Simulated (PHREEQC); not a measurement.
Consider water at 25 °C with 0.036 mol TMAH, 0.006 mol CO2, 0.0074 mol (CH3)4NCl and 0.0011 mol NaHCO3 per kg of water. Closed to the air; pH follows from the charge balance.

Model: ion-association model, phreeqc.dat, run in PHREEQC.

No solid was allowed to form.

Task: Estimate the pH.

Result: pH 12.26.

Task: In which forms is Na present?

Result: Na+ 94 %, NaCO3- 5.8 % of the Na.

(CH3)4N+ isn't in the database: it is added as a free cation with an ion size of 4 Å.
